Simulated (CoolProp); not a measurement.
Decamethylcyclopentasiloxane (D5) along the isotherm 170.75 °C: fugacity coefficient from the reference equation and from simpler models built on Tc = 345.1 °C, pc = 1.078 MPa, ω = 0.631; each cubic takes its own stable root.

Computed with CoolProp (reference Helmholtz-energy equation of state, Thol 2019).

```
p (MPa)   phase  reference
-------  ------  ---------
0.385    liquid    0.09201
0.77     liquid    0.04830
1.15     liquid    0.03392
1.54     liquid    0.02661
1.92     liquid    0.02238
2.31     liquid    0.01953
2.69     liquid    0.01759
3.08     liquid    0.01613
3.46     liquid    0.01505
3.85     liquid    0.01420
4.23     liquid    0.01355
4.62     liquid    0.01302
5        liquid    0.01261
5.39     liquid    0.01228
```

Problem. How far does each simpler model (van der Waals, Redlich-Kwong, Soave-Redlich-Kwong, Peng-Robinson) lie from the reference over these 14 states: mean and median of the absolute difference, and the worst?

Solution. 
- van der Waals: mean 674.6 %, median 671.0 %, worst +850.3 % at 170.75 °C and 5.39 MPa
- Redlich-Kwong: mean 233.5 %, median 234.0 %, worst +254.6 % at 170.75 °C and 5.39 MPa
- Soave-Redlich-Kwong: mean 5.1 %, median 5.1 %, worst +9.2 % at 170.75 °C and 5.39 MPa
- Peng-Robinson: mean 2.1 %, median 2.1 %, worst +2.1 % at 170.75 °C and 3.46 MPa
